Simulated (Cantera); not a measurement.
Input: 1 mol Al, 1.2 mol HCl, 190 mol N2, equilibrated at 12.0 mbar.

These are equilibrium values from Cantera (NASA tables, ideal gas, pure condensed phases), not measurements of a reactor. Candidate condensed phases: Al, AlCl3, AlN, NH4Cl; 20 gas species. The numbers say what is thermodynamically allowed, not how fast it happens.

Q: Which condensed phases are stable at each of these points (T (°C)): 502, 602, 702, 802, 902, 1002, 1102, 1202, 1302, 1402, 1502?

A: 
```json
[
 {"T (°C)": "502", "condensed phases": "AlN(s)", "Al condensed (%)": "76.0"},
 {"T (°C)": "602", "condensed phases": "AlN(s)", "Al condensed (%)": "75.2"},
 {"T (°C)": "702", "condensed phases": "AlN(s)", "Al condensed (%)": "74.5"},
 {"T (°C)": "802", "condensed phases": "AlN(s)", "Al condensed (%)": "74.0"},
 {"T (°C)": "902", "condensed phases": "AlN(s)", "Al condensed (%)": "73.5"},
 {"T (°C)": "1002", "condensed phases": "AlN(s)", "Al condensed (%)": "72.7"},
 {"T (°C)": "1102", "condensed phases": "AlN(s)", "Al condensed (%)": "69.3"},
 {"T (°C)": "1202", "condensed phases": "AlN(s)", "Al condensed (%)": "52.7"},
 {"T (°C)": "1302", "condensed phases": "AlN(s)", "Al condensed (%)": "11.3"},
 {"T (°C)": "1402", "condensed phases": "gas only", "Al condensed (%)": "0.0"},
 {"T (°C)": "1502", "condensed phases": "gas only", "Al condensed (%)": "0.0"}
]
```

From 502 °C to 1302 °C the condensed part is AlN(s). From 1402 °C to 1502 °C nothing is condensed.
